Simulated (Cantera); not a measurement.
Input: 1 mol Pb, 16 mol H2, 4.2 mol CO, at 1.33 mbar.

Method: chemical equilibrium by Gibbs-energy minimisation in Cantera with the NASA 1993 tables (ideal gas, pure condensed phases). Candidate condensed phases: C, C6H6, C7H8, C8H18, H2O, Pb, PbO, PbO2, Pb3O4; 113 gas species. The numbers say what is thermodynamically allowed, not how fast it happens. All values below are at 1300 °C.

Base state: H2 0.754, CO 0.198, Pb 0.0471, H 0.000967 (mole fractions); condensed: gas only.

### Question
What changes in the equilibrium state with this change: pressure from 1.33 mbar to 61.0 Pa?

### Answer
```csv
species,before,after
H2,0.754,0.753
CO,0.198,0.198
Pb,0.0471,0.0471
H,0.000967,0.00143
```
